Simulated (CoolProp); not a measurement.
n-perfluorohexane at several states: Z from the reference equation and from simpler models built on Tc = 448.0 K, pc = 17.42 bar, ω = 0.497; each cubic takes its own stable root.

The numbers come from the reference Helmholtz-energy equation of state, Gao 2022 in CoolProp.

| T (K) | p (bar) | phase | reference |
|---|---|---|---|
| 278.2 | 34.1 | liquid | 0.2855 |
| 309.6 | 6.37 | liquid | 0.05084 |
| 372.5 | 1.65 | gas | 0.9328 |
| 260.7 | 3.74 | liquid | 0.03271 |
| 250 | 0.251 | liquid | 0.002254 |
| 286.6 | 62 | liquid | 0.5075 |

Q: How far does each simpler model (van der Waals, Redlich-Kwong, Soave-Redlich-Kwong, Peng-Robinson) lie from the reference over these 6 states: mean and median of the absolute difference, and the worst?

A: 
- van der Waals: mean 7306.0 %, median 77.0 %, worst +43529.1 % at 250 K and 0.251 bar
- Redlich-Kwong: mean 18.3 %, median 21.6 %, worst +23.8 % at 309.6 K and 6.37 bar
- Soave-Redlich-Kwong: mean 12.6 %, median 14.9 %, worst +15.8 % at 250 K and 0.251 bar
- Peng-Robinson: mean 1.9 %, median 1.9 %, worst +3.0 % at 250 K and 0.251 bar

At some of these states van der Waals gives the other phase, because its saturation line lies elsewhere.
